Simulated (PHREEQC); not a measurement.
**City or well water: speciation**

A made-up water analysis in mmol/kgw, 87 °C, pH 7.85, pe 2.4:

```csv
constituent,mmol/kgw
Na,0.128
K,0.11
Ca,0.231
Mg,0.199
Cl,0.402
S(6),0.308
Alkalinity (meq/kgw),0.0432
Zn,0.00112
Si,0.000254
```

Cl is adjusted to close the charge balance.
Valence states are taken as typed.

All values are PHREEQC results (ion-association model, phreeqc.dat), not measurements.

This is a speciation only: nothing precipitates in the calculation.

**Question.** Estimate the ionic strength, specific conductance.

**Answer.** ionic strength 0.00168 mol/kgw; specific conductance 365 µS/cm.

**Question.** In which forms is Zn present?

**Answer.** ZnOH+ 74 %, Zn+2 23 %, ZnSO4 1.4 %, Zn(OH)2 1.2 % of the Zn.

Species that the database lacks are ignored. Away from 25 °C the constants follow the database's enthalpies or fits; those with neither stay at their 25 °C values.
